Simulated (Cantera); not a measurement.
What does this Cantera script print?

```python
import numpy as np
import cantera as ct

gas = ct.Solution("gri30.yaml")
gas.TPX = 1173, 13332, {'N2O': 1, 'N2': 0.68}
inlet = ct.Reservoir(gas, clone=True)

reactor = ct.IdealGasConstPressureReactor(gas, energy="off", clone=False)
exhaust = ct.Reservoir(gas, clone=True)
tau = [0.92, 0.37, 0.15, 0.06, 0.024, 0.0098, 0.004, 0.0016, 0.00065, 0.00026][0]
for a, b in ((inlet, reactor), (reactor, exhaust)):
    ct.MassFlowController(a, b, mdot=lambda t: reactor.mass / tau)
net = ct.ReactorNet([reactor])
show = ['N2O', 'NO2', 'N2', 'O', 'NO', 'O2']

rows = []
print(f"{'tau/s':>10s}{'T/K':>9s}" + "".join(f"{s:>11s}" for s in show))
for tau in [0.92, 0.37, 0.15, 0.06, 0.024, 0.0098, 0.004, 0.0016, 0.00065, 0.00026]:
    net.initial_time = 0.0
    net.advance(30 * tau)
    before = gas.X
    net.advance(40 * tau)
    drift = np.max(np.abs(gas.X - before) / (gas.X + 1e-9))
    rows.append([gas.T, *gas[show].X, drift])
    print(f"{tau:10.3e}{gas.T:9.1f}" + "".join(f"{x:11.3e}" for x in gas[show].X))
```

Result:

```
     tau/s      T/K        N2O        NO2         N2          O         NO         O2
 9.200e-01   1173.0  5.628e-01  3.203e-06  4.235e-01  1.178e-06  2.348e-03  1.132e-02
 3.700e-01   1173.0  5.817e-01  1.110e-06  4.126e-01  1.180e-06  9.783e-04  4.710e-03
 1.500e-01   1173.0  5.897e-01  3.240e-07  4.080e-01  1.181e-06  4.024e-04  1.936e-03
 6.000e-02   1173.0  5.930e-01  7.519e-08  4.061e-01  1.180e-06  1.618e-04  7.781e-04
 2.400e-02   1173.0  5.943e-01  1.461e-08  4.053e-01  1.178e-06  6.476e-05  3.113e-04
 9.800e-03   1173.0  5.949e-01  2.639e-09  4.050e-01  1.172e-06  2.634e-05  1.266e-04
 4.000e-03   1173.0  5.951e-01  4.464e-10  4.048e-01  1.158e-06  1.063e-05  5.109e-05
 1.600e-03   1173.0  5.952e-01  6.843e-11  4.048e-01  1.124e-06  4.128e-06  1.984e-05
 6.500e-04   1173.0  5.952e-01  9.905e-12  4.048e-01  1.049e-06  1.565e-06  7.523e-06
 2.600e-04   1173.0  5.952e-01  1.164e-12  4.048e-01  8.983e-07  5.360e-07  2.576e-06
```

Computed with Cantera and GRI-Mech 3.0 (53 species, 325 reactions). GRI-Mech 3.0 was tuned for natural gas; its chemistry of N2O as a main component is partial and can be far from experiment. The mechanism lacks the step 2 NO + O2 → 2 NO2, which can matter for NO2 below about 1400 K. The temperature is held fixed by assumption; the heat of reaction is taken as removed at once.
